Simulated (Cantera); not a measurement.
Feed: 1 mol SiC, 0.83 mol C, 0.088 mol H₂, equilibrated at 1425 K and 10.0 mbar.

Cantera equilibrium calculation (NASA polynomials, part measured and part estimated; ideal gas, pure solids and liquids). Candidate condensed phases: C, C₆H₆, C₇H₈, C₈H₁₈, Si, SiC; 87 gas species. Kinetics and transport are ignored.

Base state: H₂ 1.000, H 6.82e-5, CH₄ 3.77e-5 (mole fractions); condensed: C(graphite) + SiC(s).

### Question
What changes in the equilibrium state with this change: SiC replaced by Si₃N₄?

### Answer
```json
[
 {"species": "N₂", "before": "0", "after": "0.863"},
 {"species": "H₂", "before": "1.000", "after": "0.137"},
 {"species": "HCN", "before": "0", "after": "0.000101"},
 {"species": "CH₄", "before": "3.77e-5", "after": "3.44e-7"},
 {"species": "H", "before": "6.82e-5", "after": "2.53e-5"},
 {"species": "C(graphite), mol", "before": "0.830", "after": "0"},
 {"species": "SiC(s), mol", "before": "1.00", "after": "0.830"},
 {"species": "Si₃N₄(s), mol", "before": "0", "after": "0.723"}
]
```
Mutual solubility and eutectic melting of coexisting phases are not modelled. Further candidate phases: Si₃N₄.
